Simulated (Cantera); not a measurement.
A perfectly stirred reactor is fed with H2 : O2 : N2 = 1.7 : 1 : 3.5 (molar parts), equivalence ratio 0.85, at 0.415 atm; it is held at 775 K, and followed from long to short residence time.

Model: GRI-Mech 3.0 (53 species, 325 reactions), integrated in Cantera. Below about 950 K walls govern HO2 and H2O2 in real vessels. The temperature is held fixed by assumption; the heat of reaction is taken as removed at once.

Task: What does this change do: temperature 775 to 1275 K?

Result: 
```csv
quantity,before,after
x(H2) at τ = 0.800 s,0.274,0.000366
x(O2) at τ = 0.800 s,0.161,0.0281
x(NO2) at τ = 0.800 s,<1e-12,2.13e-9
x(NO) at τ = 0.800 s,<1e-12,4.84e-7
x(OH) at τ = 0.800 s,<1e-12,0.000332
x(H2) at τ = 66.0 ms,0.274,0.00184
x(O2) at τ = 66.0 ms,0.161,0.0287
x(NO2) at τ = 66.0 ms,<1e-12,8.70e-10
x(NO) at τ = 66.0 ms,<1e-12,7.26e-7
x(OH) at τ = 66.0 ms,<1e-12,0.000778
```
